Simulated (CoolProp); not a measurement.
A simple Rankine cycle with water: condensing at 304.15 K, boiler at 14.7 MPa, turbine inlet 653.4 K, turbine efficiency 0.7, pump efficiency 0.7, no recuperator. Each further row changes one setting.

Computed with CoolProp (reference Helmholtz-energy equation of state, Wagner 2002).

```
case                             thermal efficiency (%)  net work (kJ/kg)  heat in (kJ/kg)  turbine exit temperature (K)  volume ratio over the turbine
-------------------------------  ----------------------  ----------------  ---------------  ----------------------------  -----------------------------
as stated                                          28.5               783             2750                         304.1                           1710
turbine inlet 673.4 K                              28.8               817             2830                         304.1                           1600
condensing temperature 296.15 K                    29.3               813             2780                         296.2                           2640
boiler pressure 10.3 MPa                           28.1               811             2880                         304.1                           1100
turbine efficiency 0.6                             24.3               668             2750                         304.1                           1810
```

The expansion ends wet for: as stated; turbine inlet 673.4 K; condensing temperature 296.15 K; boiler pressure 10.3 MPa; turbine efficiency 0.6.
